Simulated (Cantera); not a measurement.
Mixture: CH3OH : O2 : N2 = 1 : 2.59 : 9.72 (molar parts), at 690 Torr, adiabatic and at constant volume. Ignition delay is the time to a rise of 400 K.

Computed with Cantera and GRI-Mech 3.0 (53 species, 325 reactions). GRI-Mech 3.0 was tuned for natural gas; its chemistry of methanol as a main component is partial and can be far from experiment.

| quantity | before | after |
|---|---|---|
| delay at 1273 K | 3.68 ms | 3.46 ms |
| delay at 1473 K | 0.341 ms | 0.312 ms |
| delay at 1673 K | 65.6 µs | 58.2 µs |
| delay at 1873 K | 19.1 µs | 16.6 µs |
| delay at 2073 K | 7.42 µs | 6.35 µs |
| apparent activation energy between 1973 and 2173 K | 150 kJ/mol | 150 kJ/mol |

Question: What was changed between the two runs?
A. CH3OH 1 to 1.3 parts
B. CH3OH 1 to 0.67 parts
C. pressure from 690 Torr to 15000 Torr
D. constant pressure in place of constant volume

Answer: A, CH3OH 1 to 1.3 parts
